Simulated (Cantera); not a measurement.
Adiabatic ignition

An adiabatic, constant-pressure homogeneous reactor starts with CH4 : C2H6 : O2 : N2 = 1 : 0.08 : 3.68 : 13.8 (molar parts), equivalence ratio 0.62, at 1375 K and 5.00 bar.

Computed with Cantera and GRI-Mech 3.0 (53 species, 325 reactions).

```csv
t (s),T (K),x CH4,x C2H6,x O2,x CH2O,x H2
6.00e-6,1375,0.0539,0.00431,0.198,3.07e-7,9.26e-8
1.47e-5,1375,0.0539,0.00430,0.198,1.99e-6,5.91e-7
3.61e-5,1375,0.0539,0.00428,0.198,1.54e-5,5.25e-6
8.86e-5,1376,0.0536,0.00420,0.198,0.000158,6.61e-5
0.000217,1397,0.0500,0.00353,0.195,0.00157,0.00108
0.000533,2537,<1e-12,<1e-12,0.0740,1.14e-11,0.00133
0.00131,2534,<1e-12,<1e-12,0.0731,1.12e-11,0.00132
0.00321,2527,<1e-12,<1e-12,0.0712,1.08e-11,0.00130
0.00788,2520,<1e-12,<1e-12,0.0690,1.04e-11,0.00128
0.0193,2517,<1e-12,<1e-12,0.0681,1.02e-11,0.00127
0.0474,2516,<1e-12,<1e-12,0.0681,1.02e-11,0.00127
0.116,2516,<1e-12,<1e-12,0.0681,1.02e-11,0.00127
0.285,2516,<1e-12,<1e-12,0.0681,1.02e-11,0.00127
0.700,2516,<1e-12,<1e-12,0.0681,1.02e-11,0.00127
```
x: mole fraction; the columns are a selection and need not sum to one.

```json
{
 "time_of_steepest_temperature_rise": "0.302 ms",
 "temperature at 0.700 s": "2516 K",
 "equilibrium_temperature": "2516 K",
 "x(CH4) at 0.700 s": "<1e-12 (gas-phase equilibrium <1e-12)",
 "x(C2H6) at 0.700 s": "<1e-12 (gas-phase equilibrium <1e-12)",
 "x(O2) at 0.700 s": "0.0681 (gas-phase equilibrium 0.0681)"
}
```
